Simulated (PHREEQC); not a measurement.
4.5 g of hydrous ferric oxide (600 m²/g; 0.2 weak and 0.005 strong sites per Fe, Dzombak-Morel constants, diffuse double layer) in 1 kg of water with 0.005 mol/kgw of an inert sodium salt and 9.9e-05 mol/kgw ZnCl2, 0.0068 mol/kgw MnCl2 and 0.00053 mol/kgw MgCl2, at 25 °C; the pH is set by adding NaOH or the inert anion's acid. No oxygen is let in. CO2 from the air is kept out. Nothing may precipitate in this run.

The numbers come from PHREEQC with the ion-association model, wateq4f.dat.

| pH | Zn sorbed (%) | Mn sorbed (%) | Mg sorbed (%) |
|---|---|---|---|
| 4 | 0.5 | 0.0 | 0.0 |
| 4.5 | 3.7 | 0.2 | 0.0 |
| 5 | 18.1 | 0.9 | 0.0 |
| 5.5 | 39.7 | 2.5 | 0.0 |
| 6 | 58.9 | 4.9 | 0.2 |
| 6.5 | 82.8 | 13.6 | 1.0 |
| 7.5 | 97.2 | 52.8 | 7.9 |
| 8 | 98.2 | 66.8 | 13.5 |
| 8.5 | 97.9 | 74.3 | 18.5 |
| 9 | 92.5 | 77.5 | 21.4 |
| 9.5 | 62.4 | 78.9 | 23.4 |
| 10 | 16.3 | 79.6 | 25.8 |

Along this series the solution becomes supersaturated in solids that the run did not let form, among them Pyrochroite, Zn(OH)2-e, Zn5(OH)8Cl2. Complexes and solids missing from the database can't appear.
